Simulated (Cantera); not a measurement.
Charge: 1 mol Si, 6.5 mol HF, held at 750 Torr.

Method: chemical equilibrium by Gibbs-energy minimisation in Cantera with the NASA 1993 tables (ideal gas, pure condensed phases). Candidate condensed phases: Si; 25 gas species. Kinetics and transport are ignored. All values below are at 850 °C.

Base state: HF 0.455, H2 0.364, SiF4 0.182 (mole fractions); condensed: gas only.

**Question.** What changes in the equilibrium state with this change: HF from 6.5 to 1.1 mol?

**Answer.** 
```
species      before    after
----------  -------  -------
H2            0.364    0.653
SiF4          0.182    0.307
SiHF3       1.88e-6   0.0369
HF            0.455  7.04e-5
SiH2F2        <1e-9  0.00223
SiH3F         <1e-9  3.33e-5
SiF3        9.07e-8  0.00132
Si(s), mol        0    0.716
```
The tables' values for SiF3 are old estimates; treat these amounts as uncertain.
